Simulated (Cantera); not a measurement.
# Thermodynamics of carbon deposition, reforming and gasification, feed CH3OH + H2

Feed: 1 mol CH3OH, 42 mol H2, equilibrated at 1.00 bar.

Method: chemical equilibrium by Gibbs-energy minimisation in Cantera with the NASA 1993 tables (ideal gas, pure condensed phases). Candidate condensed phases: C, C6H6, C7H8, C8H18, H2O; 110 gas species. Equilibrium is a limit: real reactors are often held back by kinetics, nucleation or transport.

From 600 K to 1425 K nothing is condensed. The main C-bearing gas is CH4 at 600 K and CO at 1425 K.

```
T (K)   x H2     x CH4     x H2O      x CO     x CO2       x H     x CH3
-----  -----  --------  --------  --------  --------  --------  --------
600    0.953    0.0233    0.0233  3.24e-10  2.24e-10    <1e-12    <1e-12
675    0.953    0.0233    0.0233   4.23e-8   1.24e-8    <1e-12    <1e-12
750    0.953    0.0233    0.0233   2.15e-6   3.20e-7    <1e-12    <1e-12
825    0.954    0.0232    0.0232   5.43e-5   4.72e-6  7.75e-12  2.80e-12
900    0.954    0.0224    0.0224  0.000762   4.11e-5  1.14e-10  4.29e-11
975    0.959    0.0180    0.0179   0.00484  0.000144   1.12e-9  3.58e-10
1050   0.967    0.0106    0.0105    0.0119  0.000152   7.97e-9   1.56e-9
1125   0.972   0.00542   0.00534    0.0170   8.46e-5   4.38e-8   4.52e-9
1200   0.975   0.00275   0.00271    0.0196   3.95e-5   1.95e-7   1.05e-8
1275   0.976   0.00146   0.00144    0.0208   1.84e-5   7.28e-7   2.12e-8
1350   0.977  0.000817  0.000808    0.0214   9.02e-6   2.36e-6   3.91e-8
1425   0.977  0.000484  0.000480    0.0218   4.70e-6   6.74e-6   6.72e-8
```
x: gas mole fraction; nothing condenses.
